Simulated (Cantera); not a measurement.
# N2O furnace oxynitridation

A perfectly stirred reactor is fed with 96.9 % N2O, 3.10 % O2, at 100.0 Torr; it is held at 1275 K, and followed from long to short residence time.

Cantera simulation using GRI-Mech 3.0 (53 species, 325 reactions); the numbers are that mechanism's predictions, not measurements. GRI-Mech 3.0 was tuned for natural gas; its chemistry of N2O as a main component is partial and can be far from experiment. The mechanism lacks the step 2 NO + O2 → 2 NO2, which can matter for NO2 below about 1400 K. The temperature is held fixed by assumption; the heat of reaction is taken as removed at once.

```
τ (s)   x N2O    x O2      x NO      x O     x N2
------  -----  ------  --------  -------  -------
0.37    0.828  0.0705    0.0130  5.39e-6   0.0884
0.22    0.880  0.0560   0.00821  5.41e-6   0.0560
0.13    0.914  0.0464   0.00505  5.42e-6   0.0344
0.077   0.936  0.0403   0.00306  5.42e-6   0.0209
0.046   0.949  0.0366   0.00186  5.42e-6   0.0126
0.027   0.957  0.0343   0.00110  5.42e-6  0.00748
0.016   0.962  0.0330  0.000654  5.42e-6  0.00445
0.0096  0.965  0.0322  0.000393  5.41e-6  0.00268
0.0057  0.966  0.0317  0.000233  5.40e-6  0.00159
```
x: mole fraction; the columns are a selection and need not sum to one.
